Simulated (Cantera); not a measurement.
Cantera run, input and output.

```python
import numpy as np
import cantera as ct

gas = ct.Solution("gri30.yaml")


def delay(T, t_max=10):
    gas.TPX = T, 880000, {'C3H8': 1, 'O2': 2.38, 'N2': 9.76}
    reactor = ct.IdealGasConstPressureReactor(gas, clone=False)
    net = ct.ReactorNet([reactor])
    net.rtol, net.atol = 1e-8, 1e-16
    while net.time < t_max:
        t_old, T_old = net.time, reactor.T
        net.step()
        if reactor.T > T + 400:  # ignition: a rise of 400 K
            return t_old + (T + 400 - T_old) / (reactor.T - T_old) * (net.time - t_old)
    return np.nan


taus = []
for T in [1125, 1225, 1325, 1425, 1525, 1625, 1725, 1825]:
    taus.append(delay(T))
    print(f"T0 = {T:6g} K   tau = {taus[-1]:.4e} s")
```

Result:

```
T0 =   1125 K   tau = 8.7093e-03 s
T0 =   1225 K   tau = 1.3228e-03 s
T0 =   1325 K   tau = 2.4100e-04 s
T0 =   1425 K   tau = 5.8195e-05 s
T0 =   1525 K   tau = 1.8839e-05 s
T0 =   1625 K   tau = 7.8788e-06 s
T0 =   1725 K   tau = 4.0472e-06 s
T0 =   1825 K   tau = 2.4294e-06 s
```

Detailed kinetics in Cantera: GRI-Mech 3.0 (53 species, 325 reactions). GRI-Mech 3.0 was tuned for natural gas; its chemistry of propane as a main component is partial and can be far from experiment.
